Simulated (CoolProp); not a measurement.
Properties of ethylene at several states (Tc = 282.4 K, pc = 5.042 MPa, ω = 0.087).

Model: reference Helmholtz-energy equation of state, Smukala 2000, in CoolProp.

```tsv
T (K)	p (MPa)	phase	density (kg/m³)	cp (kJ/(kg K))	cv (kJ/(kg K))	speed of sound (m/s)	Joule-Thomson coefficient (K/MPa)
133.8	6.23	liquid	620.2	2.397	1.497	1602	-0.4882
135.7	13.6	liquid	622.3	2.379	1.497	1630	___
262.5	0.0192	gas	0.2472	1.416	1.118	___	13.91
150.3	3.08	liquid	___	2.392	1.430	1468	-0.4660
432	0.0288	gas	0.2250	2.002	1.705	387.6	3.947
317.5	0.0213	gas	0.2266	1.596	1.298	339.8	8.669
```

Question: Complete the blanks.

Answer: 
- 135.7, Joule-Thomson coefficient (K/MPa): -0.4949
- 262.5, speed of sound (m/s): 313.4
- 150.3, density (kg/m³): 596.6
